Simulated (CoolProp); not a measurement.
The fluid at 293.15 K and 8.62 MPa (supercritical) is heated at constant pressure to 377 K. The same conditions are run with several fluids, on thermodynamics alone (safety and materials aside).

Values from CoolProp's reference Helmholtz-energy equation of state of each fluid (ethylene: Smukala 2000; carbon monoxide: Lemmon 2006; CF4 (R14): Platzer 1990; methane: Setzmann 1991). The equations of Platzer and Polt are older, rougher fits.

```csv
fluid,heat (kJ/kg),final density (kg/m³)
ethylene,___,___
carbon monoxide,___,___
CF4 (R14),___,___
methane,___,___
```

Problem. Complete the blanks.

Solution. 
- ethylene, heat (kJ/kg): 336
- ethylene, final density (kg/m³): 99.9
- carbon monoxide, heat (kJ/kg): 97.2
- carbon monoxide, final density (kg/m³): 75.3
- CF4 (R14), heat (kJ/kg): 80.8
- CF4 (R14), final density (kg/m³): 264
- methane, heat (kJ/kg): 233
- methane, final density (kg/m³): 46.0
